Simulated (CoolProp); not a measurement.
Vapour-liquid equilibrium of toluene (1) + n-decane (2) at 331 K; x and y are mole fractions of (1).

The numbers come from the multi-fluid Helmholtz-energy mixture model, Lemmon 2006 and Lemmon 2006; pair parameters Bell 2016 in CoolProp.

| x | bubble pressure (MPa) | y at the bubble point | dew pressure at overall composition x (MPa) | liquid density (mol/L) |
|---|---|---|---|---|
| 0.05 | 0.002241 | 0.423 | 0.001426 | 5.048 |
| 0.125 | [?] | 0.672 | 0.001538 | [?] |
| 0.2 | 0.005036 | 0.784 | 0.001670 | 5.446 |
| 0.275 | 0.006411 | 0.846 | 0.001826 | 5.666 |
| 0.35 | 0.007722 | 0.884 | 0.002015 | 5.902 |
| 0.425 | 0.008954 | 0.911 | 0.002248 | 6.155 |
| 0.5 | 0.01011 | 0.930 | 0.002541 | 6.429 |
| 0.575 | 0.01119 | 0.944 | 0.002923 | 6.726 |
| 0.65 | 0.01222 | 0.956 | 0.003441 | 7.049 |
| 0.725 | 0.01321 | [?] | 0.004183 | 7.401 |
| 0.8 | 0.01421 | 0.976 | 0.005335 | 7.786 |
| 0.875 | [?] | 0.985 | 0.007361 | 8.211 |
| 0.95 | 0.01627 | 0.994 | 0.01165 | 8.680 |

Some entries are withheld; supply them.


- 0.125, bubble pressure (MPa): 0.003629
- 0.125, liquid density (mol/L): 5.240
- 0.725, y at the bubble point: 0.967
- 0.875, bubble pressure (MPa): 0.01522

No azeotrope shows between x = 0.05 and 0.95.

Pair parameters are fitted to limited data, so mixtures are less certain than the pure fluids.
